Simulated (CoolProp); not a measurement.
Neopentane along the isotherm 168.75 °C: density (kg/m³) from the reference equation and from simpler models built on Tc = 160.6 °C, pc = 31.96 bar, ω = 0.196; each cubic takes its own stable root.

Model: reference Helmholtz-energy equation of state, Lemmon 2006, in CoolProp. It is a short technical equation, of lower accuracy than the large ones.

```json
[
 {"p (bar)": "1.78", "phase": "gas", "reference": "3.559"},
 {"p (bar)": "3.55", "phase": "gas", "reference": "7.232"},
 {"p (bar)": "5.33", "phase": "gas", "reference": "11.08"},
 {"p (bar)": "7.1", "phase": "gas", "reference": "15.06"},
 {"p (bar)": "8.88", "phase": "gas", "reference": "19.25"},
 {"p (bar)": "10.7", "phase": "gas", "reference": "23.76"},
 {"p (bar)": "12.4", "phase": "gas", "reference": "28.19"},
 {"p (bar)": "14.2", "phase": "gas", "reference": "33.15"},
 {"p (bar)": "16", "phase": "gas", "reference": "38.43"}
]
```

**Question.** How far does each simpler model (van der Waals, Soave-Redlich-Kwong) lie from the reference over these 9 states: mean and median of the absolute difference, and the worst?

**Answer.** 
- van der Waals: mean 1.1 %, median 1.0 %, worst -2.2 % at 168.75 °C and 16 bar
- Soave-Redlich-Kwong: mean 0.1 %, median 0.0 %, worst -0.2 % at 168.75 °C and 16 bar
